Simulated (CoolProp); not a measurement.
Vapour-liquid equilibrium of R125 (1) + R1234yf (2) at -68.25 °C; x and y are mole fractions of (1).

Computed with CoolProp (multi-fluid Helmholtz-energy mixture model, Lemmon 2005 and Lemmon 2022; pair parameters Bell 2023).

```csv
x,bubble pressure (MPa),y at the bubble point,dew pressure at overall composition x (MPa),liquid density (mol/L)
0.05,0.01359,0.125,0.01292,12.03
0.2,0.01681,0.402,0.01434,12.19
0.35,0.01997,0.589,0.01610,12.35
0.5,0.02311,0.725,0.01834,12.52
0.65,0.02622,0.829,0.02128,12.70
0.8,0.02934,0.912,0.02528,12.90
0.95,0.03247,0.980,0.03102,13.12
```

No azeotrope shows between x = 0.05 and 0.95.

Pair parameters are fitted to limited data, so mixtures are less certain than the pure fluids.
